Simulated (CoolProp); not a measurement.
Aqueous ammonia as a coolant, at -8 °C, 1 atm.

Values from CoolProp's Melinder's fits for secondary coolants.

```csv
mass %,freezing point (°C),density (kg/m³),Prandtl number,conductivity (W/(m K)),viscosity (mPa s)
7.9,-10.2,970.4,22.8,0.492,2.65
10.8,-15.0,961.1,23.7,0.478,2.67
13.7,-20.5,952.3,25.3,0.462,2.76
16.6,-27.0,943.9,27.1,0.447,2.86
19.5,-34.9,935.9,28.8,0.433,2.94
22.5,-45.1,927.9,29.8,0.421,2.95
25.4,-57.4,920.4,30.1,0.411,2.92
28.3,-73.0,913.0,30.8,0.403,2.92
```
